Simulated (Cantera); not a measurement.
A freely propagating, adiabatic, planar premixed flame of CH4 : O2 : N2 = 1 : 1.82 : 7.45 (molar parts), unburnt at 473 K and 9.87 atm; mixture-averaged transport, grid criteria slope 0.08 and curve 0.16, no radiation.

Computed with Cantera and GRI-Mech 3.0 (53 species, 325 reactions). Burning velocities carry a grid error of a few per cent, more on coarse grids.

**Question.** Predict: laminar burning velocity; thermal thickness; peak x(C2H6); peak x(OH).

**Answer.** 
```
Item                         Result
------------------------  ---------
laminar burning velocity  25.5 cm/s
thermal thickness         0.0936 mm
peak x(C2H6)               0.000779
peak x(OH)                  0.00352
```
